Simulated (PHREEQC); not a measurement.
A solution holds 0.0059 mol NaOH, 0.081 mol NaAlO2 and 0.26 mol K2CO3 per kg of water, at 65 °C. Closed to the air; pH follows from the charge balance.

Computed with PHREEQC (ion-association model, phreeqc.dat).

Each row changes one thing in this solution. Precipitation was switched off in this run.

```json
[
 {"case": "as made", "pH": "10.86", "ionic strength (mol/kgw)": "0.722", "CO3-2 (mol/kgw)": "0.183", "NaCO3- (mol/kgw)": "0.0675", "Na+ (mol/kgw)": "0.0194", "HCO3- (mol/kgw)": "0.00955", "SI of Gibbsite (Al(OH)3)": "+0.76"},
 {"case": "NaOH left out", "pH": "10.76", "ionic strength (mol/kgw)": "0.723", "CO3-2 (mol/kgw)": "0.185", "NaCO3- (mol/kgw)": "0.0630", "Na+ (mol/kgw)": "0.0179", "HCO3- (mol/kgw)": "0.0122", "SI of Gibbsite (Al(OH)3)": "+0.86"},
 {"case": "temperature from 65 to 40 °C", "pH": "11.34", "ionic strength (mol/kgw)": "0.760", "CO3-2 (mol/kgw)": "0.204", "NaCO3- (mol/kgw)": "0.0511", "Na+ (mol/kgw)": "0.0357", "HCO3- (mol/kgw)": "0.00458", "SI of Gibbsite (Al(OH)3)": "+1.26"},
 {"case": "temperature from 65 to 20 °C", "pH": "11.86", "ionic strength (mol/kgw)": "0.799", "CO3-2 (mol/kgw)": "0.225", "NaCO3- (mol/kgw)": "0.0330", "Na+ (mol/kgw)": "0.0539", "HCO3- (mol/kgw)": "0.00221", "SI of Gibbsite (Al(OH)3)": "+1.66"},
 {"case": "diluted 5-fold with water", "pH": "10.58", "ionic strength (mol/kgw)": "0.148", "CO3-2 (mol/kgw)": "0.0367", "NaCO3- (mol/kgw)": "0.00976", "Na+ (mol/kgw)": "0.00761", "HCO3- (mol/kgw)": "0.00551", "SI of Gibbsite (Al(OH)3)": "+0.41"},
 {"case": "diluted 100-fold with water", "pH": "9.99", "ionic strength (mol/kgw)": "0.00722", "CO3-2 (mol/kgw)": "0.00123", "NaCO3- (mol/kgw)": "7.42e-5", "Na+ (mol/kgw)": "0.000794", "HCO3- (mol/kgw)": "0.00129", "SI of Gibbsite (Al(OH)3)": "-0.21"}
]
```

The ionic strength passes 0.7 mol/kgw, the rough limit of the ion-association models, in as made; NaOH left out; temperature from 65 to 40 °C; temperature from 65 to 20 °C. Some of these states are supersaturated (in Gibbsite (slow to form), for instance). Away from 25 °C the constants follow the database's enthalpies or fits; those with neither stay at their 25 °C values.
